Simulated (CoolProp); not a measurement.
Saturated liquid density (kg/m³) of ethylene: the reference equation beside estimates from Tc = 9.2 °C, pc = 5.042 MPa, ω = 0.087. Rackett uses Z = 0.29056 − 0.08775 ω.

Computed with CoolProp (reference Helmholtz-energy equation of state, Smukala 2000).

| T (°C) | reference | Rackett | van der Waals | Redlich-Kwong | Soave-Redlich-Kwong | Peng-Robinson |
|---|---|---|---|---|---|---|
| -138.65 | 615.3 | 608.1 | 400.1 | 594.9 | 592.4 | 666.5 |
| -128.05 | 601.2 | 594.8 | 391.9 | 581.4 | 579.9 | 653.1 |
| -117.35 | 586.7 | 581.0 | 383.2 | 566.8 | 566.2 | 638.5 |
| -106.75 | 571.9 | 566.7 | 374.1 | 551.3 | 551.7 | 622.8 |
| -96.05 | 556.5 | 551.8 | 364.3 | 534.5 | 535.9 | 605.7 |
| -85.45 | 540.6 | 536.3 | 354.1 | 516.6 | 519.0 | 587.2 |
| -74.75 | 523.8 | 519.9 | 343.1 | 497.1 | 500.4 | 566.7 |
| -64.15 | 506.2 | 502.6 | 331.3 | 476.2 | 480.3 | 544.3 |
| -53.55 | 487.4 | 484.1 | 318.6 | 453.4 | 458.1 | 519.4 |
| -42.85 | 466.8 | 463.9 | 304.5 | 428.0 | 433.2 | 491.2 |
| -32.25 | 444.1 | 441.7 | 288.9 | 399.9 | 405.4 | 459.4 |

Absolute difference from the reference over all 11 rows, mean and median: Rackett 0.8 and 0.8 %, van der Waals 34.7 and 34.6 %, Redlich-Kwong 5.3 and 4.4 %, Soave-Redlich-Kwong 4.9 and 4.0 %, Peng-Robinson 7.6 and 8.3 %.
